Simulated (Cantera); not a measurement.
Feed: 1 mol SiH4, 0.2 mol NH3, 4.1 mol N2, at 7.20 Pa.

Cantera equilibrium calculation (NASA polynomials, part measured and part estimated; ideal gas, pure solids and liquids). Candidate condensed phases: Si, Si3N4; 18 gas species. The tables' values for SiN are old estimates; treat these amounts as uncertain. Gases not in the tables: Si2H6 and higher silanes. The numbers say what is thermodynamically allowed, not how fast it happens.

x: gas mole fraction; n: condensed amount in mol.

```csv
T (K),x N2,x H2,x H,x Si,x Si2,x SiH,x Si2N,n Si3N4(s),n Si(s),n Si(l)
1273,0.606,0.394,5.28e-5,7.82e-9,<1e-12,…,7.01e-12,0.333,0,0
1373,0.606,0.394,0.000246,9.19e-7,7.43e-11,…,3.05e-9,0.333,0,0
1473,0.605,0.394,0.000935,5.60e-5,4.34e-8,…,5.73e-7,0.333,0,0
1573,0.645,0.352,0.00284,0.000764,1.60e-6,…,8.10e-6,0,0.995,0
1673,0.640,0.346,0.00790,0.00580,2.23e-5,…,4.70e-5,0,0.960,0
1773,0.620,0.330,0.0193,0.0296,0.000165,…,0.000157,0,0,0.793
1873,0.552,0.282,0.0404,0.122,0.000914,…,0.000414,0,0,0.0385
1973,0.538,0.254,0.0802,0.127,0.000355,…,8.51e-5,0,0,0
2073,0.520,0.213,0.143,0.123,0.000134,…,1.81e-5,0,0,0
2173,0.497,0.159,0.227,0.118,5.36e-5,…,4.25e-6,0,0,0
```

Q: Some entries are withheld; supply them.

A: 
- 1273, x SiH: 4.02e-10
- 1373, x SiH: 2.78e-8
- 1473, x SiH: 1.07e-6
- 1573, x SiH: 9.25e-6
- 1673, x SiH: 4.90e-5
- 1773, x SiH: 0.000178
- 1873, x SiH: 0.000515
- 1973, x SiH: 0.000392
- 2073, x SiH: 0.000277
- 2173, x SiH: 0.000186
